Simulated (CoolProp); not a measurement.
Vapour-liquid equilibrium of carbon dioxide (1) + carbonyl sulfide (2) at 9.11 bar; x and y are mole fractions of (1).

The numbers come from the multi-fluid Helmholtz-energy mixture model, Span 1996 and Lemmon 2006; pair parameters Bell 2016 in CoolProp.

Q: Give the bubble temperature and the first vapour's composition at x = 0.5, 0.65, 0.8. Is there an azeotrope?

A: x = 0.5: 241.1 K, y = 0.835; x = 0.65: 237.3 K, y = 0.885; x = 0.8: 234.3 K, y = 0.930. No azeotrope shows between x = 0.05 and 0.95.

Pair parameters are fitted to limited data, so mixtures are less certain than the pure fluids.
